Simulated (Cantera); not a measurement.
Cantera run, input and output.

```python
import numpy as np
import cantera as ct

gas = ct.Solution("gri30.yaml")


def delay(T, t_max=10):
    gas.TPX = T, 100000, {'CH4': 1, 'C2H6': 0.12, 'O2': 1.34, 'N2': 5.06}
    reactor = ct.IdealGasReactor(gas, clone=False)
    net = ct.ReactorNet([reactor])
    net.rtol, net.atol = 1e-8, 1e-16
    while net.time < t_max:
        t_old, T_old = net.time, reactor.T
        net.step()
        if reactor.T > T + 400:  # ignition: a rise of 400 K
            return t_old + (T + 400 - T_old) / (reactor.T - T_old) * (net.time - t_old)
    return np.nan


taus = []
for T in [1050, 1125, 1200, 1275, 1350, 1425, 1500]:
    taus.append(delay(T))
    print(f"T0 = {T:6g} K   tau = {taus[-1]:.4e} s")
```

Output:

```
T0 =   1050 K   tau = 4.0088e-02 s
T0 =   1125 K   tau = 1.3140e-02 s
T0 =   1200 K   tau = 5.2899e-03 s
T0 =   1275 K   tau = 2.3663e-03 s
T0 =   1350 K   tau = 1.1047e-03 s
T0 =   1425 K   tau = 5.2971e-04 s
T0 =   1500 K   tau = 2.6408e-04 s
```

Computed with Cantera and GRI-Mech 3.0 (53 species, 325 reactions).
